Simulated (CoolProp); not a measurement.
c-C4F8 (RC318) at 298.15 K and 0.187 MPa flows at 8.5 m/s in a round tube of 6 mm bore and 1.5 µm roughness, fully developed (64/Re and Nu = 3.66 if laminar; Colebrook and Gnielinski if turbulent). Each further row changes one setting.

The numbers come from the reference Helmholtz-energy equation of state, Platzer 1990 in CoolProp. This equation is an older, rougher fit.

```csv
case,Reynolds number,Darcy friction factor,pressure drop (Pa/m),heat-transfer coefficient (W/(m² K)),mass flow (kg/h)
as stated,74000,?,1950,?,13.8
velocity 17 m/s,148000,?,6990,553,?
diameter 12 mm,148000,?,?,265,55.4
```

Q: What belongs in the gaps?

A: 
- as stated, Darcy friction factor: 0.0202
- as stated, heat-transfer coefficient (W/(m² K)): 309
- velocity 17 m/s, Darcy friction factor: 0.0181
- velocity 17 m/s, mass flow (kg/h): 27.7
- diameter 12 mm, Darcy friction factor: 0.0174
- diameter 12 mm, pressure drop (Pa/m): 839

Viscosity comes from a separate model (Huber 2003), an estimate that may be off by 10 % or more. Thermal conductivity comes from a separate model (Huber 2003), an estimate that may be off by 10 % or more.
